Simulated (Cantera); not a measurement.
## Ignition delay

Mixture: CH4 : C2H6 : C3H8 : O2 : N2 : H2O = 1 : 0.034 : 0.076 : 3.12 : 11.7 : 0.73 (molar parts), equivalence ratio 0.80, at 1.00 bar, adiabatic and at constant pressure. Ignition delay is the time to a rise of 400 K.

Computed with Cantera and GRI-Mech 3.0 (53 species, 325 reactions).

```
T0 (K)  delay (ms)
------  ----------
1000           330
1100          60.2
1200          10.8
1300          2.26
1400         0.600
1500         0.206
1600        0.0890
1700        0.0466
1800        0.0282
1900        0.0189
```

```json
{
 "apparent activation energy between 1700 and 1900 K": "120 kJ/mol"
}
```
